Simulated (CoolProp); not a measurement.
Saturated liquid density (kg/m³) of dimethyl ether: the reference equation beside estimates from Tc = 127.2 °C, pc = 5.337 MPa, ω = 0.196. Rackett uses Z = 0.29056 − 0.08775 ω.

The numbers come from the reference Helmholtz-energy equation of state, Wu 2011 in CoolProp.

| T (°C) | reference | Rackett | van der Waals | Redlich-Kwong | Soave-Redlich-Kwong |
|---|---|---|---|---|---|
| -23.25 | 733.1 | 720.3 | 447.6 | 656.9 | 672.1 |
| -13.95 | 720.1 | 707.6 | 440.0 | 643.6 | 659.7 |
| -4.65 | 706.8 | 694.6 | 432.0 | 629.7 | 646.7 |
| 4.65 | 693.1 | 681.2 | 423.8 | 615.1 | 632.9 |
| 13.95 | 678.9 | 667.3 | 415.2 | 599.8 | 618.2 |
| 23.35 | 664.1 | 652.7 | 406.0 | 583.5 | 602.5 |
| 32.65 | 648.8 | 637.7 | 396.5 | 566.5 | 585.9 |
| 41.95 | 632.8 | 621.9 | 386.5 | 548.4 | 568.1 |
| 51.25 | 616.0 | 605.3 | 375.9 | 529.3 | 549.1 |
| 60.55 | 598.1 | 587.7 | 364.5 | 508.8 | 528.4 |
| 69.85 | 578.8 | 568.8 | 352.3 | 486.8 | 506.0 |
| 79.25 | 557.6 | 548.1 | 338.8 | 462.6 | 481.1 |
| 88.55 | 534.2 | 525.4 | 324.1 | 436.3 | 453.6 |
| 97.85 | 507.1 | 499.7 | 307.5 | 406.8 | 422.5 |

Absolute difference from the reference over all 14 rows, mean and median: Rackett 1.7 and 1.7 %, van der Waals 39.0 and 38.9 %, Redlich-Kwong 13.8 and 13.0 %, Soave-Redlich-Kwong 10.9 and 10.0 %.
